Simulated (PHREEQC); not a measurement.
Synthetic water in mg/L, 25 °C, pH 5.99, pe 8.6:

```json
[
 {"constituent": "Na", "mg/L": "0.31"},
 {"constituent": "K", "mg/L": "0.00237"},
 {"constituent": "Ca", "mg/L": "0.46"},
 {"constituent": "Mg", "mg/L": "0.00846"},
 {"constituent": "Cl", "mg/L": "0.187"},
 {"constituent": "S(6) as SO4", "mg/L": "1.05"},
 {"constituent": "Alkalinity as HCO3", "mg/L": "0.633"},
 {"constituent": "Cd", "mg/L": "0.00661"},
 {"constituent": "Zn", "mg/L": "0.0272"}
]
```

Valence states are taken as typed.

All values are PHREEQC results (ion-association model, phreeqc.dat), not measurements.

Each row changes one thing in this solution. Precipitation was switched off in this run.

```tsv
case	CO2 (mol/kgw)	HCO3- (mol/kgw)	HSO4- (mol/kgw)	CO3-2 (mol/kgw)	ZnOH+ (mol/kgw)	SI of Otavite (CdCO3)	SI of Gypsum (CaSO4:2H2O)
as made	2.60e-5	1.14e-5	1.06e-9	5.37e-10	4.32e-10	-4.43	-5.35
temperature from 25 to 60 °C at the same typed pH	2.24e-5	1.13e-5	2.48e-9	8.17e-10	4.59e-9	-4.25	-5.28
pH from 5.99 to 6.49 at the same alkalinity	7.69e-6	1.07e-5	3.34e-10	1.59e-9	1.36e-9	-3.96	-5.35
pH from 5.99 to 5.5 at the same alkalinity	9.55e-5	1.36e-5	3.26e-9	2.07e-10	1.40e-10	-4.85	-5.35
all concentrations times 3 at the same typed pH	7.28e-5	3.22e-5	3.10e-9	1.54e-9	1.26e-9	-3.52	-4.43
```

Species that the database lacks are ignored. At this temperature some constants are extrapolated from 25 °C, and those without enthalpy data are left unchanged.
